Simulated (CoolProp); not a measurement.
Saturation properties of R11.

Computed with CoolProp (reference Helmholtz-energy equation of state, Jacobsen 1992).

```
T (K)  p (MPa)  liquid density (kg/m³)  vapour density (kg/m³)  enthalpy of vaporisation (kJ/kg)  liquid viscosity (µPa s)
-----  -------  ----------------------  ----------------------  --------------------------------  ------------------------
349.6   0.4799                    1345                   25.41                             159.4                       270
353.4   0.5264                    1334                   27.79                             157.6                       261
357.3   0.5775                    1323                   30.42                             155.6                       252
361.2   0.6322                    1312                   33.24                             153.6                       243
365.1   0.6907                    1300                   36.27                             151.5                       235
369     0.7530                    1288                   39.53                             149.4                       227
372.8   0.8177                    1277                   42.93                             147.3                       219
376.7   0.8883                    1265                   46.67                             145.0                       212
380.6   0.9633                    1252                   50.69                             142.7                       205
384.5    1.043                    1239                   54.99                             140.3                       197
388.4    1.127                    1226                   59.61                             137.8                       190
392.3    1.216                    1213                   64.56                             135.2                       184
396.1    1.308                    1200                   69.74                             132.6                       177
```

It boils at 296.9 K under 1 atm.

Viscosity comes from a separate model (Klein 1997), an estimate that may be off by 10 % or more.
